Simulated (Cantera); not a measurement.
Charge: 1 mol B₂O₃, a varied amount of N₂, at 1773.15 K and 1200 Pa.

These are equilibrium values from Cantera (NASA tables, ideal gas, pure condensed phases), not measurements of a reactor. Candidate condensed phases: B, BN, B₂O₃; 17 gas species. Rates play no part.

### Question
At 2.8 mol N₂, list the 4 most abundant gas species with their mole fractions, and the condensed phases.

### Answer
N₂ 0.804, B₂O₃ 0.195, BO₂ 0.000313, BO 0.000191. Condensed: B₂O₃(l).
